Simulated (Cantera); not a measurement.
An adiabatic, constant-volume homogeneous reactor starts with CH4 : CO : O2 : N2 = 1 : 0.23 : 2.32 : 8.74 (molar parts), at 1175 K and 4.93 atm. Integrator tolerance rtol = 1e-08.

Detailed kinetics in Cantera: GRI-Mech 3.0 (53 species, 325 reactions).

**Question.** What does this change do: CO 0.23 to 0.12 parts?

**Answer.** 
```json
[
 {"quantity": "time of steepest temperature rise", "before": "15.8 ms", "after": "14.2 ms"},
 {"quantity": "temperature at 7.00 s", "before": "2894 K", "after": "2879 K"},
 {"quantity": "equilibrium temperature", "before": "2894 K", "after": "2879 K"},
 {"quantity": "x(CH4) at 7.00 s", "before": "<1e-12 (gas-phase equilibrium <1e-12)", "after": "<1e-12 (gas-phase equilibrium <1e-12)"},
 {"quantity": "x(CO) at 7.00 s", "before": "0.0287 (gas-phase equilibrium 0.0287)", "after": "0.0246 (gas-phase equilibrium 0.0246)"},
 {"quantity": "x(O2) at 7.00 s", "before": "0.0235 (gas-phase equilibrium 0.0235)", "after": "0.0254 (gas-phase equilibrium 0.0254)"},
 {"quantity": "x(O) at 7.00 s", "before": "0.00338 (gas-phase equilibrium 0.00338)", "after": "0.00334 (gas-phase equilibrium 0.00334)"},
 {"quantity": "x(OH) at 7.00 s", "before": "0.0154 (gas-phase equilibrium 0.0154)", "after": "0.0153 (gas-phase equilibrium 0.0153)"},
 {"quantity": "x(C2H4) at 7.00 s", "before": "<1e-12 (gas-phase equilibrium <1e-12)", "after": "<1e-12 (gas-phase equilibrium <1e-12)"}
]
```

**Question.** What does this change do: 0.39 parts H2 added?

**Answer.** 
```csv
quantity,before,after
time of steepest temperature rise,15.8 ms,0.924 ms
temperature at 7.00 s,2894 K,2945 K
equilibrium temperature,2894 K,2945 K
x(CH4) at 7.00 s,<1e-12 (gas-phase equilibrium <1e-12),<1e-12 (gas-phase equilibrium <1e-12)
x(CO) at 7.00 s,0.0287 (gas-phase equilibrium 0.0287),0.0365 (gas-phase equilibrium 0.0365)
x(O2) at 7.00 s,0.0235 (gas-phase equilibrium 0.0235),0.0155 (gas-phase equilibrium 0.0155)
x(O) at 7.00 s,0.00338 (gas-phase equilibrium 0.00338),0.00330 (gas-phase equilibrium 0.00330)
x(OH) at 7.00 s,0.0154 (gas-phase equilibrium 0.0154),0.0166 (gas-phase equilibrium 0.0166)
x(C2H4) at 7.00 s,<1e-12 (gas-phase equilibrium <1e-12),<1e-12 (gas-phase equilibrium <1e-12)
```
